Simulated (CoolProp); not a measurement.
The numbers come from the reference Helmholtz-energy equation of state, Colonna 2008 in CoolProp. It is a short technical equation, of lower accuracy than the large ones.

Task: For dodecamethylcyclohexasiloxane (D6), give the phase and the density (kg/m³), Joule-Thomson coefficient (K/MPa) at 620 K and 1.41 MPa; 620 K and 4.46 MPa; 620 K and 6.55 MPa.

Result: 
- 620 K and 1.41 MPa: liquid; density 541, Joule-Thomson coefficient 1.50
- 620 K and 4.46 MPa: liquid; density 616, Joule-Thomson coefficient 0.287
- 620 K and 6.55 MPa: liquid; density 645, Joule-Thomson coefficient 0.0805
